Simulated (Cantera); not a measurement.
Cantera with NASA thermochemical tables; ideal gases at 1 bar, condensed phases pure. Values are per mole of reaction as written; species without (g) are pure solids or liquids, kept so even where they would boil at 1 bar.

5 N2(g) + P4O10 ⇌ P4(g) + 10 NO(g), with ΔH° = 3981.6 kJ and ΔS° = 1200.7 J/K at 300 K.

How far is the shortcut ΔG° ≈ ΔH°(300 K) − T·ΔS°(300 K) from the full temperature-dependent value at 373, 423, 473, 523, 573 K?


| T (K) | shortcut (kJ) | full (kJ) | difference (kJ) | difference in log10 K |
|---|---|---|---|---|
| 373 | 3533.8 | 3533.8 | 0.0 | 0.00 |
| 423 | 3473.7 | 3473.9 | -0.2 | 0.02 |
| 473 | 3413.7 | 3414.3 | -0.6 | 0.07 |
| 523 | 3353.6 | 3355.0 | -1.4 | 0.14 |
| 573 | 3293.6 | 3296.1 | -2.4 | 0.22 |
The shortcut ignores the heat-capacity change of the reaction.
